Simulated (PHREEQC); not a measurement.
Consider water at 20 °C with 6 mmol/kgw Cu(NO3)2, 0.47 mmol/kgw HNO3 and 0.18 mmol/kgw KCl. Closed to the air; pH follows from the charge balance.

Computed with PHREEQC (ion-association model, phreeqc.dat).

Precipitation was switched off in this run.

Problem. Predict the pH, specific conductance.

Solution. pH 3.38; specific conductance 1360 µS/cm.
